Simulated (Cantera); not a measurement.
Charge: 1 mol CS2, 0.089 mol SO2, at 3098 K and 13.0 Pa.

These are equilibrium values from Cantera (NASA tables, ideal gas, pure condensed phases), not measurements of a reactor. Candidate condensed phases: C, S; 22 gas species. Rates play no part.

Base state: S 0.569, CS 0.332, CO 0.0768, C 0.0220, S2 0.000377, C2 0.000359, C3 7.93e-5, CS2 2.79e-5 (mole fractions); condensed: gas only.

### Question
What changes in the equilibrium state with this change: temperature from 3098 K to 1775 K?

### Answer
| species | before | after |
|---|---|---|
| CS2 | 2.79e-5 | 0.319 |
| S2 | 0.000377 | 0.271 |
| CS | 0.332 | 0.257 |
| S | 0.569 | 0.0276 |
| C | 0.0220 | <1e-9 |
| CO | 0.0768 | 0.125 |
| C2 | 0.000359 | <1e-9 |
| C3 | 7.93e-5 | <1e-9 |
